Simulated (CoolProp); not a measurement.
C3F8 (R218) along the isotherm 91.15 °C: fugacity coefficient from the reference equation and from simpler models built on Tc = 71.9 °C, pc = 2640 kPa, ω = 0.317; each cubic takes its own stable root.

Computed with CoolProp (reference Helmholtz-energy equation of state, Lemmon 2006). It is a short technical equation, of lower accuracy than the large ones.

| p (kPa) | phase | reference |
|---|---|---|
| 12.5 | gas | 0.9987 |
| 20.2 | gas | 0.9979 |
| 32.7 | gas | 0.9967 |
| 52.8 | gas | 0.9946 |
| 85.3 | gas | 0.9913 |
| 138 | gas | 0.9860 |
| 223 | gas | 0.9773 |
| 360 | gas | 0.9635 |
| 581 | gas | 0.9411 |
| 939 | gas | 0.9050 |
| 1520 | gas | 0.8466 |
| 2450 | gas | 0.7529 |
| 3960 | supercritical | 0.5976 |

Q: How far does each simpler model (van der Waals, Soave-Redlich-Kwong, Peng-Robinson) lie from the reference over these 13 states: mean and median of the absolute difference, and the worst?

A: 
- van der Waals: mean 0.2 %, median 0.1 %, worst +0.9 % at 91.15 °C and 2450 kPa
- Soave-Redlich-Kwong: mean 0.2 %, median 0.1 %, worst +1.1 % at 91.15 °C and 3960 kPa
- Peng-Robinson: mean 1.0 %, median 0.4 %, worst -3.3 % at 91.15 °C and 3960 kPa
